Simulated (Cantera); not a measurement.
A closed system holds: 1 mol CuO, 1.3 mol CO, 0.97 mol N2, held at 2350 °C and 10.0 Torr.

These are equilibrium values from Cantera (NASA tables, ideal gas, pure condensed phases), not measurements of a reactor. Candidate condensed phases: C, Cu, CuO, Cu2O; 27 gas species. Equilibrium is a limit: real reactors are often held back by kinetics, nucleation or transport.

Base state: Cu 0.271, N2 0.259, CO 0.253, CO2 0.100, O2 0.0551, O 0.0526, NO 0.00830, CuO 0.000491 (mole fractions); condensed: gas only.

Problem. What changes in the equilibrium state with this change: CO from 1.3 to 11 mol?

Solution. 
| species | before | after |
|---|---|---|
| CO | 0.253 | 0.777 |
| Cu | 0.271 | 0.0761 |
| N2 | 0.259 | 0.0734 |
| O2 | 0.0551 | 0.00215 |
| O | 0.0526 | 0.0104 |
| CO2 | 0.100 | 0.0605 |
| CuO | 0.000491 | 2.72e-5 |
| Cu2 | 5.61e-5 | 4.42e-6 |
